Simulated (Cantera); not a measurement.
A closed system holds: 1 mol HMDSO, 9.1 mol CO2, 24 mol N2, held at 11.0 mbar.

Cantera equilibrium calculation (NASA polynomials, part measured and part estimated; ideal gas, pure solids and liquids). Candidate condensed phases: C, C6H6, C7H8, C8H18, H2O, Si, SiC, SiO2, Si2N2O, Si3N4; 151 gas species. The feed counts by its element totals alone. The tables hold silica as quartz up to 1696 K and as liquid above; real silica turns to tridymite and cristobalite and melts near 1996 K. Kinetics and transport are ignored.

**Question.** Which condensed phases are stable at each of these points (T (°C)): 500, 575, 650, 725, 800, 875, 950, 1025, 1100, 1175, 1250, 1325, 1400?

**Answer.** 
| T (°C) | condensed phases | Si condensed (%) |
|---|---|---|
| 500 | C(graphite) + SiO2(α-quartz) | 100.0 |
| 575 | C(graphite) + SiO2(β-quartz) | 100.0 |
| 650 | C(graphite) + SiO2(β-quartz) | 100.0 |
| 725 | SiO2(β-quartz) | 100.0 |
| 800 | SiO2(β-quartz) | 100.0 |
| 875 | SiO2(β-quartz) | 100.0 |
| 950 | SiO2(β-quartz) | 100.0 |
| 1025 | SiO2(β-quartz) | 100.0 |
| 1100 | SiO2(β-quartz) | 100.0 |
| 1175 | SiO2(β-quartz) | 100.0 |
| 1250 | SiO2(β-quartz) | 99.9 |
| 1325 | SiO2(β-quartz) | 99.3 |
| 1400 | SiO2(β-quartz) | 97.2 |

At 500 °C the condensed part is C(graphite) + SiO2(α-quartz). From 575 °C to 650 °C the condensed part is C(graphite) + SiO2(β-quartz). From 725 °C to 1400 °C the condensed part is SiO2(β-quartz).
